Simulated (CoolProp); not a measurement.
Model: reference Helmholtz-energy equation of state, Lemmon 2006, in CoolProp. It is a short technical equation, of lower accuracy than the large ones.

**Question.** Give the vapour pressure (bar), vapour density (kg/m³), enthalpy of vaporisation (kJ/kg) of saturated CH3F (R41) at 277.8, 290.3 K.

**Answer.** 
```tsv
T (K)	p (bar)	vapour density (kg/m³)	enthalpy of vaporisation (kJ/kg)
277.8	23.1	49.1	319
290.3	31.7	72.5	273
```
